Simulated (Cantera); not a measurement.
An adiabatic, constant-pressure homogeneous reactor starts with CH4 : O2 : N2 = 1 : 1.67 : 16.7 (molar parts), equivalence ratio 1.2, at 1475 K and 5550 Torr. Integrator tolerance rtol = 1e-08.

Detailed kinetics in Cantera: GRI-Mech 3.0 (53 species, 325 reactions).

**Question.** What does this change do: 0.092 parts H2 added?

**Answer.** 
```csv
quantity,before,after
time of steepest temperature rise,0.915 ms,0.598 ms
temperature at 0.200 s,2309 K,2305 K
equilibrium temperature,2309 K,2305 K
x(CH4) at 0.200 s,<1e-12 (gas-phase equilibrium <1e-12),<1e-12 (gas-phase equilibrium <1e-12)
x(O2) at 0.200 s,3.63e-5 (gas-phase equilibrium 3.63e-5),2.48e-5 (gas-phase equilibrium 2.48e-5)
x(NO2) at 0.200 s,8.62e-9 (gas-phase equilibrium 8.62e-9),5.87e-9 (gas-phase equilibrium 5.87e-9)
x(CH2) at 0.200 s,<1e-12 (gas-phase equilibrium <1e-12),<1e-12 (gas-phase equilibrium <1e-12)
x(H) at 0.200 s,0.000412 (gas-phase equilibrium 0.000412),0.000442 (gas-phase equilibrium 0.000442)
```

**Question.** What does this change do: initial temperature 1475 to 1500 K?

**Answer.** 
```csv
quantity,before,after
time of steepest temperature rise,0.915 ms,0.706 ms
temperature at 0.200 s,2309 K,2332 K
equilibrium temperature,2309 K,2332 K
x(CH4) at 0.200 s,<1e-12 (gas-phase equilibrium <1e-12),<1e-12 (gas-phase equilibrium <1e-12)
x(O2) at 0.200 s,3.63e-5 (gas-phase equilibrium 3.63e-5),4.69e-5 (gas-phase equilibrium 4.69e-5)
x(NO2) at 0.200 s,8.62e-9 (gas-phase equilibrium 8.62e-9),1.14e-8 (gas-phase equilibrium 1.14e-8)
x(CH2) at 0.200 s,<1e-12 (gas-phase equilibrium <1e-12),<1e-12 (gas-phase equilibrium <1e-12)
x(H) at 0.200 s,0.000412 (gas-phase equilibrium 0.000412),0.000461 (gas-phase equilibrium 0.000461)
```
